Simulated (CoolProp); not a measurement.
The numbers come from the reference Helmholtz-energy equation of state, Lemmon 2009 in CoolProp.

Question: Give the vapour pressure (bar), liquid cp (kJ/(kg K)), vapour viscosity (µPa s), liquid conductivity (mW/(m K)) of saturated propane at 237.1, 255.3, 327.8 K.

Answer: 
| T (K) | p (bar) | liquid cp (kJ/(kg K)) | vapour viscosity (µPa s) | liquid conductivity (mW/(m K)) |
|---|---|---|---|---|
| 237.1 | 1.31 | 2.27 | 6.46 | 126 |
| 255.3 | 2.64 | 2.37 | 6.94 | 116 |
| 327.8 | 18.9 | 3.19 | 9.68 | 80.7 |

Viscosity comes from a separate model (Vogel 1998). Thermal conductivity comes from a separate model (Marsh 2002).
